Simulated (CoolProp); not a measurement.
Properties of p-xylene along the isotherm 620 K.

Values from CoolProp's reference Helmholtz-energy equation of state, Zhou 2012.

```json
[
 {"p (bar)": "11.8", "phase": "gas", "density (kg/m³)": "28.02", "conductivity (mW/(m K))": "45.1"},
 {"p (bar)": "23.5", "phase": "gas", "density (kg/m³)": "68.60", "conductivity (mW/(m K))": "48.2"},
 {"p (bar)": "35.3", "phase": "gas", "density (kg/m³)": "171.0", "conductivity (mW/(m K))": "67.9"},
 {"p (bar)": "47.1", "phase": "supercritical", "density (kg/m³)": "444.2", "conductivity (mW/(m K))": "77.9"},
 {"p (bar)": "58.9", "phase": "supercritical", "density (kg/m³)": "478.6", "conductivity (mW/(m K))": "79.3"},
 {"p (bar)": "70.6", "phase": "supercritical", "density (kg/m³)": "499.7", "conductivity (mW/(m K))": "80.6"},
 {"p (bar)": "82.4", "phase": "supercritical", "density (kg/m³)": "515.4", "conductivity (mW/(m K))": "81.6"},
 {"p (bar)": "94.2", "phase": "supercritical", "density (kg/m³)": "528.1", "conductivity (mW/(m K))": "82.6"},
 {"p (bar)": "106", "phase": "supercritical", "density (kg/m³)": "538.7", "conductivity (mW/(m K))": "83.5"},
 {"p (bar)": "118", "phase": "supercritical", "density (kg/m³)": "548.1", "conductivity (mW/(m K))": "84.3"},
 {"p (bar)": "129", "phase": "supercritical", "density (kg/m³)": "555.8", "conductivity (mW/(m K))": "85.1"},
 {"p (bar)": "141", "phase": "supercritical", "density (kg/m³)": "563.3", "conductivity (mW/(m K))": "85.8"},
 {"p (bar)": "153", "phase": "supercritical", "density (kg/m³)": "570.2", "conductivity (mW/(m K))": "86.5"},
 {"p (bar)": "165", "phase": "supercritical", "density (kg/m³)": "576.5", "conductivity (mW/(m K))": "87.2"},
 {"p (bar)": "177", "phase": "supercritical", "density (kg/m³)": "582.3", "conductivity (mW/(m K))": "87.9"}
]
```

Thermal conductivity comes from a separate model (Mylona 2014).
